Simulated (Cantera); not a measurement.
Input (Python, Cantera):

```python
import numpy as np
import cantera as ct

surf = ct.Interface("ptcombust.yaml", "Pt_surf")
gas = surf.adjacent["gas"]
gas.TPX = 850, 120000, {'CO': 0.0061, 'O2': 0.011, 'N2': 0.79}
surf.TP = 850, 120000
reactor = ct.FlowReactor(gas, clone=False)
reactor.area = 0.0001  # m2
reactor.surface_area_to_volume_ratio = 1000  # 1/m
reactor.mass_flow_rate = 4.5 * reactor.area * gas.density  # inlet velocity 4.5 m/s
reactor.energy_enabled = False
wall = ct.ReactorSurface(surf, reactor, clone=False)
net = ct.ReactorNet([reactor])
net.rtol, net.atol = 1e-8, 1e-16
show, cover = ['CO', 'O2', 'H2O', 'CO2'], ['PT(S)', 'H(S)', 'O(S)', 'OH(S)', 'CO(S)', 'C(S)']

rows = []
print(f"{'z/m':>9s}{'u/(m/s)':>9s}" + "".join(f"{s:>13s}" for s in show + cover))
for z in [7.6e-05, 0.00013, 0.00021, 0.00035, 0.00059, 0.00098, 0.0016, 0.0027, 0.0045, 0.0076]:
    net.advance(z)
    rows.append([reactor.speed, *gas[show].X, *surf[cover].coverages])
    print(f"{z:9.4g}{rows[-1][0]:9.3g}" + "".join(f"{x:13.4e}" for x in rows[-1][1:]))
```

Result:

```
      z/m  u/(m/s)           CO           O2          H2O          CO2        PT(S)         H(S)         O(S)        OH(S)        CO(S)         C(S)
  7.6e-05      4.5   7.1857e-03   1.3445e-02  -2.5486e-33   3.7368e-04   3.0754e-01   7.4800e-21   5.8102e-03   9.2687e-19   6.8665e-01   3.5023e-10
  0.00013      4.5   6.9138e-03   1.3310e-02   6.5553e-32   6.4661e-04   3.1277e-01   4.6597e-21   5.9965e-03   1.9446e-19   6.8123e-01   3.4239e-10
  0.00021      4.5   6.4982e-03   1.3104e-02  -9.8090e-31   1.0638e-03   3.2134e-01   1.5885e-19   6.3142e-03   3.5329e-18   6.7234e-01   3.2972e-10
  0.00035      4.5   5.7268e-03   1.2723e-02   1.0558e-29   1.8381e-03   3.3946e-01  -1.1562e-17   7.0382e-03   2.0263e-18   6.5350e-01   3.0372e-10
  0.00059     4.49   4.2113e-03   1.1972e-02   1.0374e-29   3.3593e-03   3.8735e-01   2.6358e-20   9.3413e-03   3.1092e-18   6.0331e-01   2.4106e-10
  0.00098     4.48   4.5982e-04   1.0115e-02   7.5072e-30   7.1250e-03   2.0775e-01   5.5605e-23   7.9081e-01   1.5034e-18   1.4396e-03   3.6441e-15
   0.0016     4.48   1.4596e-04   9.9597e-03   1.5028e-30   7.4401e-03   1.4371e-01   2.7486e-23   8.5609e-01   1.2078e-18   2.0299e-04   3.2834e-16
   0.0027     4.48   3.2415e-05   9.9035e-03   1.2258e-31   7.5541e-03   1.3402e-01   2.0043e-23   8.6594e-01   9.1790e-19   3.8791e-05   5.7852e-17
   0.0045     4.48   3.2706e-06   9.8891e-03   3.0606e-33   7.5833e-03   1.3193e-01   1.9940e-23   8.6807e-01   9.2990e-19   3.7837e-06   5.5412e-18
   0.0076     4.48   6.6149e-08   9.8875e-03   8.9519e-34   7.5865e-03   1.3171e-01   1.9870e-23   8.6829e-01   9.2873e-19   7.6249e-08   1.1145e-19
```

Cantera simulation using Deutschmann's 1995 Pt surface mechanism with GRI-Mech 3.0 gas chemistry; the numbers are that mechanism's predictions, not measurements. Catalytic surfaces can have several steady states; this one follows from the mechanism file's or the stated starting coverage. Mass transfer to the wall is taken as infinitely fast.
